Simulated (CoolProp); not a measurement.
Computed with CoolProp (reference Helmholtz-energy equation of state, Bücker 2006).

For ethane, give the phase and the density (kg/m³), cp (kJ/(kg K)), cv (kJ/(kg K)) at -14.15 °C and 39.1 bar; 62.65 °C and 39.1 bar; 158.55 °C and 39.1 bar.


- -14.15 °C and 39.1 bar: liquid; density 439, cp 3.02, cv 1.56
- 62.65 °C and 39.1 bar: gas; density 54.8, cp 2.56, cv 1.74
- 158.55 °C and 39.1 bar: gas; density 35.8, cp 2.51, cv 2.07
